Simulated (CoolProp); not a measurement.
Vapour-liquid equilibrium of R143a (1) + isobutene (2) at 237.7 K; x and y are mole fractions of (1).

Computed with CoolProp (multi-fluid Helmholtz-energy mixture model, Lemmon and Jacobsen 2000 and Lemmon 2005; pair parameters Bell 2016).

Problem. Give the bubble pressure and the first vapour's composition at x = 0.8, 0.875, 0.95. Is there an azeotrope?

Solution. x = 0.8: 0.1546 MPa, y = 0.919; x = 0.875: 0.1608 MPa, y = 0.944; x = 0.95: 0.1673 MPa, y = 0.975. No azeotrope shows between x = 0.05 and 0.95.

Pair parameters are fitted to limited data, so mixtures are less certain than the pure fluids. With so large a gap from Raoult's law the liquid may split in two, which this calculation doesn't test in full.
